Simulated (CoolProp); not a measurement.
Computed with CoolProp (reference Helmholtz-energy equation of state, Wagner 2002).

Task: Give the vapour pressure (kPa), liquid density (kg/m³), vapour Z, vapour viscosity (µPa s) of saturated water at 347.3, 371.4, 403.5 K.

Result: 
| T (K) | p (kPa) | liquid density (kg/m³) | vapour Z | vapour viscosity (µPa s) |
|---|---|---|---|---|
| 347.3 | 37.2 | 975 | 0.992 | 11.3 |
| 371.4 | 95.2 | 960 | 0.985 | 12.2 |
| 403.5 | 273 | 935 | 0.970 | 13.3 |

Viscosity comes from a separate model (Huber 2009).
